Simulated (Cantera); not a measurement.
An adiabatic, constant-volume homogeneous reactor starts with H2 : O2 : N2 = 1 : 0.227 : 0.855 (molar parts), equivalence ratio 2.2, at 1675 K and 1.10 bar.

Detailed kinetics in Cantera: GRI-Mech 3.0 (53 species, 325 reactions).

One state of this run: T (K) = 2939; P (bar) = 1.79; x H2 = 0.264; x O2 = 0.000693; x NO2 = 1.04e-8; x H = 0.0594; x H2O2 = 1.20e-7; x NO = 0.000254. x: mole fraction; the columns are a selection and need not sum to one.

Task: Which value of t (s) does it belong to?
A) 0.0366
B) 1.43e-5
C) 0.500
D) 8.20e-5

Result: D, 8.20e-5
